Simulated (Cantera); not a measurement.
Premixed flame

A freely propagating, adiabatic, planar premixed flame of H2 : O2 : N2 = 1 : 0.208 : 0.783 (molar parts), equivalence ratio 2.4, unburnt at 625 K and 290000 Pa; mixture-averaged transport, grid criteria slope 0.08 and curve 0.16, no radiation.

Computed with Cantera and the H2/O2 subset of GRI-Mech 3.0, which has no nitrogen chemistry. The hydrogen kinetics of GRI-Mech 3.0 are dated; newer H2 mechanisms differ, most at raised pressure. Burning velocities carry a grid error of a few per cent, more on coarse grids.

| z (mm) | T (K) | u (m/s) | x H2 | x O2 | x O | x OH | x H2O | x HO2 |
|---|---|---|---|---|---|---|---|---|
| -0.361 | 625 | 9.62 | 0.502 | 0.104 | <1e-8 | <1e-8 | <1e-8 | <1e-8 |
| -0.241 | 625 | 9.62 | 0.502 | 0.104 | <1e-8 | <1e-8 | <1e-8 | <1e-8 |
| -0.181 | 625 | 9.62 | 0.502 | 0.104 | <1e-8 | <1e-8 | 2.25e-8 | 3.29e-8 |
| -0.120 | 625 | 9.62 | 0.502 | 0.104 | <1e-8 | <1e-8 | 1.20e-6 | 1.96e-6 |
| -0.0602 | 671 | 10.2 | 0.495 | 0.104 | 1.92e-5 | 0.000104 | 0.00210 | 0.000460 |
| -0.0301 | 921 | 13.7 | 0.462 | 0.0966 | 0.000315 | 0.000665 | 0.0255 | 0.000331 |
| 0 | 1298 | 18.8 | 0.386 | 0.0652 | 0.00183 | 0.00172 | 0.0942 | 0.000153 |
| 0.0301 | 1563 | 22.4 | 0.316 | 0.0239 | 0.00202 | 0.00285 | 0.174 | 5.34e-5 |
| 0.0602 | 1689 | 24.2 | 0.291 | 0.00624 | 0.00105 | 0.00298 | 0.209 | 1.35e-5 |
| 0.120 | 1799 | 25.6 | 0.289 | 0.000608 | 0.000512 | 0.00301 | 0.222 | 1.30e-6 |
| 0.241 | 1902 | 26.8 | 0.297 | 0.000118 | 0.000327 | 0.00283 | 0.225 | 3.05e-7 |
| 0.481 | 1996 | 28.0 | 0.306 | 6.00e-5 | 0.000182 | 0.00236 | 0.227 | 1.72e-7 |
| 0.963 | 2072 | 28.8 | 0.313 | 2.77e-5 | 8.50e-5 | 0.00175 | 0.229 | 8.69e-8 |
x: mole fraction of selected species; z is measured from the peak of heat release.

- laminar burning velocity = 962 cm/s
- thermal thickness = 0.120 mm
- peak x(O) = 0.00228
- peak x(OH) = 0.00302
- peak x(HO2) = 0.000514
- grid points = 111
